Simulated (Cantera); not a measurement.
Hydrocarbon pyrolysis for carbon deposition

An isothermal, constant-pressure homogeneous reactor starts with CH₄ : H₂ = 1 : 15 (molar parts), at 1725 K and 0.000380 bar.

Model: GRI-Mech 3.0 (53 species, 325 reactions), integrated in Cantera. GRI-Mech 3.0 stops at C3 and has no aromatics, soot or wall deposition, so with more carbon than oxygen in the feed, carbon stays in small species such as C2H2 where larger ones or solid carbon would form. Radical loss at walls, strong at low pressure, is not modelled.

```json
[
 {"t (s)": "6.00e-6", "x CH₄": "0.0625", "x H₂": "0.938", "x C₂H₆": "<1e-12", "x H": "4.63e-9", "x CH₂": "<1e-12", "x C₂H": "<1e-12"},
 {"t (s)": "2.51e-5", "x CH₄": "0.0625", "x H₂": "0.938", "x C₂H₆": "<1e-12", "x H": "1.94e-8", "x CH₂": "<1e-12", "x C₂H": "<1e-12"},
 {"t (s)": "0.000105", "x CH₄": "0.0625", "x H₂": "0.938", "x C₂H₆": "<1e-12", "x H": "8.05e-8", "x CH₂": "<1e-12", "x C₂H": "<1e-12"},
 {"t (s)": "0.000441", "x CH₄": "0.0625", "x H₂": "0.938", "x C₂H₆": "<1e-12", "x H": "3.28e-7", "x CH₂": "<1e-12", "x C₂H": "<1e-12"},
 {"t (s)": "0.00185", "x CH₄": "0.0625", "x H₂": "0.937", "x C₂H₆": "<1e-12", "x H": "1.29e-6", "x CH₂": "<1e-12", "x C₂H": "<1e-12"},
 {"t (s)": "0.00775", "x CH₄": "0.0625", "x H₂": "0.937", "x C₂H₆": "2.27e-11", "x H": "5.17e-6", "x CH₂": "2.75e-11", "x C₂H": "<1e-12"},
 {"t (s)": "0.0325", "x CH₄": "0.0625", "x H₂": "0.937", "x C₂H₆": "1.30e-9", "x H": "2.14e-5", "x CH₂": "6.26e-10", "x C₂H": "<1e-12"},
 {"t (s)": "0.136", "x CH₄": "0.0624", "x H₂": "0.937", "x C₂H₆": "3.61e-8", "x H": "8.95e-5", "x CH₂": "1.15e-8", "x C₂H": "<1e-12"},
 {"t (s)": "0.570", "x CH₄": "0.0618", "x H₂": "0.937", "x C₂H₆": "5.95e-7", "x H": "0.000381", "x CH₂": "1.93e-7", "x C₂H": "6.16e-11"},
 {"t (s)": "2.39", "x CH₄": "0.0531", "x H₂": "0.940", "x C₂H₆": "3.47e-6", "x H": "0.00144", "x CH₂": "1.88e-6", "x C₂H": "3.17e-8"},
 {"t (s)": "10.0", "x CH₄": "0.0209", "x H₂": "0.957", "x C₂H₆": "8.35e-7", "x H": "0.00210", "x CH₂": "1.71e-6", "x C₂H": "2.63e-7"}
]
```
x: mole fraction; the columns are a selection and need not sum to one.

Equilibrium at this temperature and pressure: CH₄ 6.33e-6, H₂ 0.961, C₂H₆ <1e-12, H 0.00941, CH₂ 1.29e-8, C₂H 1.80e-6 (gas phase only).
